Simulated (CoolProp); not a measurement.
Saturation properties of n-butane (Tc = 425.1 K, pc = 3796 kPa, ω = 0.201).

Values from CoolProp's reference Helmholtz-energy equation of state, Bücker 2006.

```tsv
T (K)	p (kPa)	enthalpy of vaporisation (kJ/kg)	liquid cp (kJ/(kg K))	surface tension (mN/m)	liquid viscosity (µPa s)
238.7	(withheld)	414.0	2.172	19.0	295
245.7	31.95	408.4	2.197	18.1	272
252.7	44.30	402.8	2.224	17.3	252
259.7	60.21	396.9	2.252	16.4	233
266.7	(withheld)	390.9	2.283	15.6	216
273.7	105.4	384.8	2.314	(withheld)	201
280.7	(withheld)	378.4	2.348	(withheld)	188
287.7	173.5	371.8	2.384	13.1	175
294.7	218.2	365.0	2.421	12.3	(withheld)
301.7	271.3	357.8	2.461	11.5	153
```

Task: Fill in the missing entries.

Result: 
- 238.7, p (kPa): 22.53
- 266.7, p (kPa): 80.33
- 273.7, surface tension (mN/m): 14.7
- 280.7, p (kPa): 136.2
- 280.7, surface tension (mN/m): 13.9
- 294.7, liquid viscosity (µPa s): 164

It boils at 272.7 K under 1 atm.

Viscosity comes from a separate model (Vogel 1999). Surface tension comes from a separate correlation (Mulero 2012).
